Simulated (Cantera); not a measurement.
Feed: 1 mol C3H6, 0.08 mol O2, 0.87 mol H2, 0.67 mol NH3, held at 2025 °C and 0.00210 bar.

Cantera equilibrium calculation (NASA polynomials, part measured and part estimated; ideal gas, pure solids and liquids). Candidate condensed phases: C, C6H6, C7H8, C8H18, H2O; 136 gas species. Kinetics and transport are ignored.

Base state: H2 0.730, H 0.179, N2 0.0524, CO 0.0271, HCN 0.00799, C2H2 (acetylene) 0.00312, HNC 0.000726, CN 8.28e-5 (mole fractions); condensed: C(graphite).

Task: What changes in the equilibrium state with this change: pressure from 0.00210 bar to 0.100 bar?

Result: 
```tsv
species	before	after
H2	0.730	0.872
N2	0.0524	0.0565
CO	0.0271	0.0294
H	0.179	0.0283
CH4	2.40e-7	1.63e-5
CN	8.28e-5	1.25e-5
C2H	3.43e-5	5.44e-6
C2H2 (acetylene)	0.00312	0.00373
HCN	0.00799	0.00907
C(graphite), mol	2.75	2.75
```

Task: What changes in the equilibrium state with this change: temperature from 2025 °C to 1850 °C?

Result: 
| species | before | after |
|---|---|---|
| H2 | 0.730 | 0.835 |
| H | 0.179 | 0.0716 |
| N2 | 0.0524 | 0.0574 |
| CO | 0.0271 | 0.0287 |
| C2H | 3.43e-5 | 3.29e-6 |
| CN | 8.28e-5 | 1.34e-5 |
| C2H2 (acetylene) | 0.00312 | 0.00138 |
| C(graphite), mol | 2.75 | 2.79 |

Task: What changes in the equilibrium state with this change: temperature from 2025 °C to 1050 °C?

Result: 
```json
[
 {"species": "H2", "before": "0.730", "after": "0.908"},
 {"species": "N2", "before": "0.0524", "after": "0.0624"},
 {"species": "CO", "before": "0.0271", "after": "0.0298"},
 {"species": "H", "before": "0.179", "after": "3.30e-5"},
 {"species": "CN", "before": "8.28e-5", "after": "<1e-9"},
 {"species": "C2H", "before": "3.43e-5", "after": "<1e-9"},
 {"species": "C2H2 (acetylene)", "before": "0.00312", "after": "7.49e-7"},
 {"species": "HNC", "before": "0.000726", "after": "5.36e-7"},
 {"species": "C(graphite), mol", "before": "2.75", "after": "2.84"}
]
```
